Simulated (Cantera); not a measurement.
An isothermal, constant-pressure homogeneous reactor starts with 9.09 % C₂H₄, 90.9 % H₂, at 1398 K and 0.0267 bar.

Cantera simulation using GRI-Mech 3.0 (53 species, 325 reactions); the numbers are that mechanism's predictions, not measurements. GRI-Mech 3.0 was tuned for natural gas; its chemistry of ethylene as a main component is partial and can be far from experiment. GRI-Mech 3.0 stops at C3 and has no aromatics, soot or wall deposition, so with more carbon than oxygen in the feed, carbon stays in small species such as C2H2 where larger ones or solid carbon would form. Radical loss at walls, strong at low pressure, is not modelled.

x: mole fraction; the columns are a selection and need not sum to one.

```json
[
 {"t (s)": "0.000400", "x C₂H₄": "0.0909", "x H₂": "0.909", "x H": "7.36e-9", "x CH₄": "2.16e-12", "x C₂H": "<1e-12"},
 {"t (s)": "0.000838", "x C₂H₄": "0.0909", "x H₂": "0.909", "x H": "1.56e-8", "x CH₄": "1.39e-11", "x C₂H": "<1e-12"},
 {"t (s)": "0.00176", "x C₂H₄": "0.0909", "x H₂": "0.909", "x H": "3.28e-8", "x CH₄": "8.87e-11", "x C₂H": "<1e-12"},
 {"t (s)": "0.00368", "x C₂H₄": "0.0908", "x H₂": "0.909", "x H": "6.92e-8", "x CH₄": "6.00e-10", "x C₂H": "<1e-12"},
 {"t (s)": "0.00771", "x C₂H₄": "0.0907", "x H₂": "0.909", "x H": "1.48e-7", "x CH₄": "4.47e-9", "x C₂H": "<1e-12"},
 {"t (s)": "0.0162", "x C₂H₄": "0.0904", "x H₂": "0.909", "x H": "(withheld)", "x CH₄": "(withheld)", "x C₂H": "<1e-12"},
 {"t (s)": "0.0338", "x C₂H₄": "0.0897", "x H₂": "0.909", "x H": "8.52e-7", "x CH₄": "3.06e-7", "x C₂H": "<1e-12"},
 {"t (s)": "0.0709", "x C₂H₄": "0.0879", "x H₂": "0.909", "x H": "3.16e-6", "x CH₄": "3.04e-6", "x C₂H": "9.01e-12"},
 {"t (s)": "0.149", "x C₂H₄": "0.0808", "x H₂": "0.910", "x H": "1.18e-5", "x CH₄": "3.53e-5", "x C₂H": "1.14e-10"},
 {"t (s)": "0.311", "x C₂H₄": "0.0609", "x H₂": "0.911", "x H": "1.57e-5", "x CH₄": "0.000172", "x C₂H": "4.51e-10"},
 {"t (s)": "0.652", "x C₂H₄": "0.0328", "x H₂": "0.914", "x H": "1.66e-5", "x CH₄": "0.000377", "x C₂H": "9.23e-10"},
 {"t (s)": "1.37", "x C₂H₄": "0.00904", "x H₂": "0.916", "x H": "2.02e-5", "x CH₄": "0.000563", "x C₂H": "1.57e-9"},
 {"t (s)": "2.86", "x C₂H₄": "0.00180", "x H₂": "0.916", "x H": "3.05e-5", "x CH₄": "(withheld)", "x C₂H": "2.59e-9"},
 {"t (s)": "6.00", "x C₂H₄": "0.00167", "x H₂": "0.916", "x H": "3.15e-5", "x CH₄": "0.000798", "x C₂H": "2.67e-9"}
]
```

Q: What belongs in the gaps?

A: 
- 0.0162, x H: 3.29e-7
- 0.0162, x CH₄: 3.57e-8
- 2.86, x CH₄: 0.000666
